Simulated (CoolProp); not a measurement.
R21 at several states: density (kg/m³) from the reference equation and from simpler models built on Tc = 452.7 K, pc = 5.289 MPa, ω = 0.206; each cubic takes its own stable root.

The numbers come from the reference Helmholtz-energy equation of state, Platzer 1990 in CoolProp. This equation is an older, rougher fit; its heat capacities, sound speeds and derivatives of the liquid may be far off and weren't checked against measurements.

```
T (K)  p (MPa)   phase  reference
-----  -------  ------  ---------
368.8   0.0413     gas      1.394
216.4   0.0108  liquid       1547
283.7     6.26  liquid       1416
429.3     23.7  liquid       1128
367.5    0.128     gas      4.387
331.4     21.6  liquid       1347
```

### Question
How far does each simpler model (van der Waals, Redlich-Kwong, Soave-Redlich-Kwong, Peng-Robinson) lie from the reference over these 6 states: mean and median of the absolute difference, and the worst?

### Answer
- van der Waals: mean 33.1 %, median 30.7 %, worst -100.0 % at 216.4 K and 0.0108 MPa
- Redlich-Kwong: mean 4.9 %, median 6.7 %, worst -7.9 % at 283.7 K and 6.26 MPa
- Soave-Redlich-Kwong: mean 3.9 %, median 5.4 %, worst -6.6 % at 216.4 K and 0.0108 MPa
- Peng-Robinson: mean 3.8 %, median 5.1 %, worst +6.7 % at 331.4 K and 21.6 MPa

At some of these states van der Waals gives the other phase, because its saturation line lies elsewhere.
